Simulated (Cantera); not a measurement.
# Hydrocarbon pyrolysis for carbon deposition

An isothermal, constant-pressure homogeneous reactor starts with CH₄ : N₂ : H₂O = 1 : 17 : 0.16 (molar parts), at 1825 K and 0.0168 atm.

Cantera simulation using GRI-Mech 3.0 (53 species, 325 reactions); the numbers are that mechanism's predictions, not measurements. GRI-Mech 3.0 stops at C3 and has no aromatics, soot or wall deposition, so with more carbon than oxygen in the feed, carbon stays in small species such as C2H2 where larger ones or solid carbon would form. Radical loss at walls, strong at low pressure, is not modelled.

| t (s) | x CH₄ | x C₂H₆ | x H₂ | x C₂H₂ | x HCN | x C₂H₄ |
|---|---|---|---|---|---|---|
| 0.000600 | 0.0550 | 4.98e-9 | 3.73e-5 | 7.78e-10 | 1.13e-12 | 8.59e-8 |
| 0.00120 | 0.0549 | 3.01e-8 | 7.73e-5 | 1.42e-8 | 6.01e-12 | 7.50e-7 |
| 0.00241 | 0.0547 | 1.55e-7 | 0.000166 | 2.43e-7 | 3.77e-11 | 6.19e-6 |
| 0.00482 | 0.0543 | 6.97e-7 | 0.000415 | 4.03e-6 | 2.66e-10 | 4.86e-5 |
| 0.00965 | 0.0530 | 2.76e-6 | 0.00149 | 6.59e-5 | 2.93e-9 | 0.000348 |
| 0.0193 | 0.0474 | 7.81e-6 | 0.00746 | 0.000984 | 5.21e-8 | 0.00175 |
| 0.0387 | 0.0319 | 7.92e-6 | 0.0289 | 0.00770 | 6.51e-7 | 0.00239 |
| 0.0775 | 0.0162 | 2.81e-6 | 0.0537 | 0.0172 | 2.91e-6 | 0.000598 |
| 0.155 | 0.00682 | 7.14e-7 | 0.0682 | 0.0223 | 7.52e-6 | 0.000118 |
| 0.311 | 0.00240 | 1.40e-7 | 0.0753 | 0.0245 | 1.57e-5 | 2.03e-5 |
| 0.622 | 0.000890 | 3.00e-8 | 0.0787 | 0.0248 | 3.02e-5 | 4.54e-6 |
| 1.25 | 0.000563 | 1.47e-8 | 0.0814 | 0.0241 | 5.90e-5 | 2.49e-6 |
| 2.49 | 0.000406 | 8.32e-9 | 0.0848 | 0.0230 | 0.000113 | 1.66e-6 |
| 4.99 | 0.000218 | 2.76e-9 | 0.0880 | 0.0220 | 0.000199 | 9.75e-7 |
| 10.0 | 5.88e-5 | 2.45e-10 | 0.0893 | 0.0216 | 0.000297 | 6.74e-7 |
x: mole fraction; the columns are a selection and need not sum to one.

Equilibrium at this temperature and pressure: CH₄ 1.35e-6, C₂H₆ <1e-12, H₂ 0.0895, C₂H₂ 0.00381, HCN 0.0358, C₂H₄ 1.14e-7 (gas phase only).
